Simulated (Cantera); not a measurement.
**c-C4F8 + H2 (fluorocarbon and chlorocarbon gases)**

A closed system holds: 1 mol c-C4F8, 11 mol H2, at 13.3 mbar.

Method: chemical equilibrium by Gibbs-energy minimisation in Cantera with the NASA 1993 tables (ideal gas, pure condensed phases). Candidate condensed phases: C, C6H6, C7H8, C8H18; 95 gas species. The feed counts by its element totals alone. Rates play no part.

```
T (K)  log p HF  log p H2  log p H  log p C2H2 (acetylene)  log p CH4  log p F  log p C2H  log p C3  n C(graphite)
-----  --------  --------  -------  ----------------------  ---------  -------  ---------  --------  -------------
925       -2.15     -2.21   -10.69                  -12.10      -5.06     <-13       <-13      <-13           3.99
1125      -2.15     -2.21    -8.46                   -9.85      -5.95     <-13       <-13      <-13           4.00
1325      -2.15     -2.21    -6.89                   -8.28      -6.59   -12.01       <-13      <-13           4.00
1525      -2.15     -2.21    -5.73                   -7.12      -7.05   -10.16     -13.31      <-13           4.00
1725      -2.15     -2.21    -4.83                   -6.24      -7.41    -8.72     -11.07      <-13           4.00
1925      -2.15     -2.21    -4.12                   -5.55      -7.70    -7.59      -9.31    -11.39           3.99
2125      -2.15     -2.22    -3.55                   -5.00      -7.95    -6.66      -7.88     -9.30           3.98
2325      -2.16     -2.25    -3.08                   -4.56      -8.20    -5.89      -6.71     -7.58           3.94
2525      -2.18     -2.32    -2.71                   -4.24      -8.49    -5.22      -5.76     -6.14           3.85
```
log p: log10 of the partial pressure in bar; n: condensed amount in mol.

From 925 K to 2525 K the condensed part is C(graphite). The main C-bearing gas is CH4 at 925 K and C2H2 (acetylene) at 2525 K.
